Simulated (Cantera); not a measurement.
# Stirred combustor or abatement burner

A perfectly stirred reactor is fed with CH4 : C2H6 : O2 : N2 = 1 : 0.11 : 1.49 : 5.6 (molar parts), equivalence ratio 1.6, at 480 Torr; it is adiabatic with a 525 K inlet, and is followed from long to short residence time, starting on the burning branch (τ in s: 0.47, 0.2, 0.084, 0.035, 0.015, 0.0064, 0.0027, 0.0011, 0.00048, 0.0002, 8.6e-05, 3.7e-05).

Cantera simulation using GRI-Mech 3.0 (53 species, 325 reactions); the numbers are that mechanism's predictions, not measurements.

```tsv
τ (s)	T (K)	x CH4	x C2H6	x O2	x C2H4	x NO	x H2O2
0.47	1998	0.000266	9.14e-8	4.39e-5	4.64e-7	9.30e-5	6.92e-10
0.20	1998	0.000474	2.27e-7	9.33e-5	1.42e-6	0.000106	1.24e-9
0.084	1997	0.000770	5.62e-7	0.000195	4.08e-6	0.000111	2.39e-9
0.035	1996	0.00113	1.34e-6	0.000396	1.04e-5	0.000109	4.82e-9
0.015	1992	0.00151	3.00e-6	0.000761	2.33e-5	9.91e-5	9.65e-9
0.0064	1984	0.00198	6.64e-6	0.00146	4.95e-5	8.08e-5	1.98e-8
0.0027	1968	0.00269	1.53e-5	0.00287	0.000107	5.75e-5	4.34e-8
0.0011	1931	0.00418	4.25e-5	0.00633	0.000263	3.18e-5	1.12e-7
0.00048	525	0.122	0.0134	0.182	<1e-12	<1e-12	<1e-12
0.00020	525	0.122	0.0134	0.182	<1e-12	<1e-12	<1e-12
8.6e-5	525	0.122	0.0134	0.182	<1e-12	<1e-12	<1e-12
3.7e-5	525	0.122	0.0134	0.182	<1e-12	<1e-12	<1e-12
```
x: mole fraction; the columns are a selection and need not sum to one.
